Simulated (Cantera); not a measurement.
Source: NASA polynomial tables (part measured, part estimated), evaluated in Cantera. Values are per mole of reaction as written; species without (g) are pure solids or liquids, kept so even where they would boil at 1 bar.

Between 300 and 2400 K, where is each reaction favourable under standard conditions?
- B + NH3(g) → 3 H(g) + BN


- B + NH3(g) → 3 H(g) + BN: ΔG° is 401 kJ at 300 K and -19 kJ at 2400 K; it changes sign between 2300 and 2400 K. ΔH° is 441 kJ and ΔS° 191 J/K at 2400 K.
